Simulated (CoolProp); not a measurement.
CF4 (R14) at several states: fugacity coefficient from the reference equation and from simpler models built on Tc = -45.8 °C, pc = 3762 kPa, ω = 0.178; each cubic takes its own stable root.

The numbers come from the reference Helmholtz-energy equation of state, Platzer 1990 in CoolProp. This equation is an older, rougher fit; its heat capacities, sound speeds and derivatives of the liquid may be far off and weren't checked against measurements.

| T (°C) | p (kPa) | phase | reference |
|---|---|---|---|
| 151.75 | 13800 | supercritical | 0.9435 |
| 65.85 | 38.8 | gas | 0.9991 |
| -30.65 | 1120 | gas | 0.9186 |
| -70.75 | 38.2 | gas | 0.9951 |

How far does each simpler model (van der Waals, Redlich-Kwong, Soave-Redlich-Kwong, Peng-Robinson) lie from the reference over these 4 states: mean and median of the absolute difference, and the worst?


- van der Waals: mean 2.8 %, median 0.4 %, worst -10.5 % at 151.75 °C and 13800 kPa
- Redlich-Kwong: mean 1.5 %, median 0.1 %, worst -6.0 % at 151.75 °C and 13800 kPa
- Soave-Redlich-Kwong: mean 0.7 %, median 0.0 %, worst +2.8 % at 151.75 °C and 13800 kPa
- Peng-Robinson: mean 0.8 %, median 0.5 %, worst -2.3 % at 151.75 °C and 13800 kPa
